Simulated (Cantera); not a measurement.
A closed system holds: 1 mol Ti, 0.54 mol O₂, 62 mol H₂, equilibrated at 1698.15 K and 1000 Pa.

Cantera equilibrium calculation (NASA polynomials, part measured and part estimated; ideal gas, pure solids and liquids). Candidate condensed phases: H₂O, Ti, TiO, TiO₂, Ti₂O₃, Ti₃O₅, Ti₄O₇; 12 gas species. Mutual solubility and eutectic melting of coexisting phases are not modelled. TiO: taken at fixed stoichiometry. Equilibrium is a limit: real reactors are often held back by kinetics, nucleation or transport.

Base state: H₂ 0.999, H 0.00145, H₂O 4.31e-5 (mole fractions); condensed: TiO(s) + Ti₂O₃(s).

Q: What changes in the equilibrium state with this change: Ti replaced by TiCl₄?

A: 
| species | before | after |
|---|---|---|
| H₂ | 0.999 | 0.938 |
| HCl | 0 | 0.0592 |
| H | 0.00145 | 0.00140 |
| TiCl₃ | 0 | 0.000732 |
| TiCl₂ | 0 | 0.000495 |
| Cl | 0 | 6.88e-5 |
| H₂O | 4.31e-5 | 4.04e-5 |
| TiO(s), mol | 0.845 | 0.608 |
| Ti₂O₃(s), mol | 0.0773 | 0.156 |
The tables' values for TiCl₂ are old estimates; treat these amounts as uncertain. Further candidate phases: TiCl₂, TiCl₃, TiCl₄.
